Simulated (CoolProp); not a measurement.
Vapour-liquid equilibrium of propane (1) + cyclopropane (2) at 340.8 K; x and y are mole fractions of (1).

Model: multi-fluid Helmholtz-energy mixture model, Lemmon 2009 and Polt 1992; pair parameters Bell 2016, in CoolProp. This equation is an older, rougher fit; its heat capacities, sound speeds and derivatives of the liquid may be far off and weren't checked against measurements.

**Question.** Give the bubble pressure and the first vapour's composition at x = 0.35, 0.725, 0.8. Is there an azeotrope?

**Answer.** x = 0.35: 2.254 MPa, y = 0.395; x = 0.725: 2.434 MPa, y = 0.740; x = 0.8: 2.453 MPa, y = 0.808. No azeotrope shows between x = 0.05 and 0.95.

Pair parameters are fitted to limited data, so mixtures are less certain than the pure fluids.
